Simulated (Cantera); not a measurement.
A perfectly stirred reactor is fed with 33.3 % CH₄, 66.7 % CO₂, at 1.50 bar; it is held at 1575 K, and followed from long to short residence time.

Model: GRI-Mech 3.0 (53 species, 325 reactions), integrated in Cantera.

One state of this run: x CH₄ = 0.294; x CO₂ = 0.643; x C₂H₂ = 0.00954; x CO = 0.00749; x C₂H = 2.33e-9; x H₂O₂ = <1e-12; x CH₂ = 1.60e-8. x: mole fraction; the columns are a selection and need not sum to one.

Q: Which value of τ (s) does it belong to?
A. 0.0098
B. 0.027
C. 0.016
D. 0.044

A: A, 0.0098
